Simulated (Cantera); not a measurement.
Standard-state values (1 bar) from the NASA 1993 polynomials, evaluated with Cantera. Values are per mole of reaction as written; species without (g) are pure solids or liquids, kept so even where they would boil at 1 bar.

6 NO(g) + Cr2N ⇌ 7 N(g) + 2 CrO3(g), with ΔH° = 2300.9 kJ and ΔS° = 276.2 J/K at 300 K.

Question: How far is the shortcut ΔG° ≈ ΔH°(300 K) − T·ΔS°(300 K) from the full temperature-dependent value at 423, 623, 823, 1023, 1223, 1423, 1623, 1823 K?

Answer: 
```json
[
 {"T (K)": "423", "shortcut (kJ)": "2184.1", "full (kJ)": "2183.8", "difference (kJ)": "0.4", "difference in log10 K": "-0.04"},
 {"T (K)": "623", "shortcut (kJ)": "2128.9", "full (kJ)": "2126.4", "difference (kJ)": "2.5", "difference in log10 K": "-0.21"},
 {"T (K)": "823", "shortcut (kJ)": "2073.6", "full (kJ)": "2067.5", "difference (kJ)": "6.1", "difference in log10 K": "-0.39"},
 {"T (K)": "1023", "shortcut (kJ)": "2018.4", "full (kJ)": "2007.8", "difference (kJ)": "10.6", "difference in log10 K": "-0.54"},
 {"T (K)": "1223", "shortcut (kJ)": "1963.2", "full (kJ)": "1947.8", "difference (kJ)": "15.3", "difference in log10 K": "-0.65"},
 {"T (K)": "1423", "shortcut (kJ)": "1907.9", "full (kJ)": "1887.9", "difference (kJ)": "20.1", "difference in log10 K": "-0.74"},
 {"T (K)": "1623", "shortcut (kJ)": "1852.7", "full (kJ)": "1828.1", "difference (kJ)": "24.6", "difference in log10 K": "-0.79"},
 {"T (K)": "1823", "shortcut (kJ)": "1797.4", "full (kJ)": "1768.7", "difference (kJ)": "28.8", "difference in log10 K": "-0.82"}
]
```
The shortcut ignores the heat-capacity change of the reaction.
